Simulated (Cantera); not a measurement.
## Thermodynamics of boron, boron nitride and boron oxide, feed B2O3 + N2

Feed: 1 mol B2O3, 6.1 mol N2, at 2000 °C and 0.113 Torr.

These are equilibrium values from Cantera (NASA tables, ideal gas, pure condensed phases), not measurements of a reactor. Candidate condensed phases: B, BN, B2O3; 17 gas species. Equilibrium is a limit: real reactors are often held back by kinetics, nucleation or transport.

```
Property                            Result
-------------------------------  ---------
x(N2)                                0.777
x(BO)                               0.0985
x(B2O3)                             0.0546
x(BO2)                              0.0467
x(O)                                0.0187
x(O2)                              0.00290
x(NO)                              0.00173
x(B2O2)                           0.000299
x(N)                               2.09e-6
gas amount                       7.845 mol
log10 activity of B(s) (absent)      -6.31
```
